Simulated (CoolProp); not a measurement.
Model: reference Helmholtz-energy equation of state, Thol 2017, in CoolProp.

Problem. For octamethyltrisiloxane (MDM), give the phase and the Z, cv (kJ/(kg K)), isothermal compressibility (1/MPa), fugacity coefficient at 301.85 °C and 41.9 bar.

Solution. 
- 301.85 °C and 41.9 bar: supercritical; Z 0.423, cv 2.13, isothermal compressibility 0.0442, fugacity coefficient 0.334
